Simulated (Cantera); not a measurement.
A closed system holds: 1 mol Si, 4 mol CO2, 65 mol N2, 0.031 mol O2, equilibrated at 0.100 bar.

Method: chemical equilibrium by Gibbs-energy minimisation in Cantera with the NASA 1993 tables (ideal gas, pure condensed phases). Candidate condensed phases: C, Si, SiC, SiO2, Si2N2O, Si3N4; 34 gas species. The tables hold silica as quartz up to 1696 K and as liquid above; real silica turns to tridymite and cristobalite and melts near 1996 K. Kinetics and transport are ignored.

**Question.** Which condensed phases are stable at each of these points (T (°C)): 1250, 1275, 1300, 1325, 1350, 1375, 1400, 1425, 1450, 1475, 1500, 1525, 1550?

**Answer.** 
```
T (°C)  condensed phases  Si condensed (%)
------  ----------------  ----------------
1250      SiO2(β-quartz)             100.0
1275      SiO2(β-quartz)             100.0
1300      SiO2(β-quartz)             100.0
1325      SiO2(β-quartz)             100.0
1350      SiO2(β-quartz)             100.0
1375      SiO2(β-quartz)             100.0
1400      SiO2(β-quartz)             100.0
1425     SiO2(condensed)             100.0
1450     SiO2(condensed)             100.0
1475     SiO2(condensed)             100.0
1500     SiO2(condensed)             100.0
1525     SiO2(condensed)             100.0
1550     SiO2(condensed)              99.9
```

From 1250 °C to 1400 °C the condensed part is SiO2(β-quartz). From 1425 °C to 1550 °C the condensed part is SiO2(condensed).
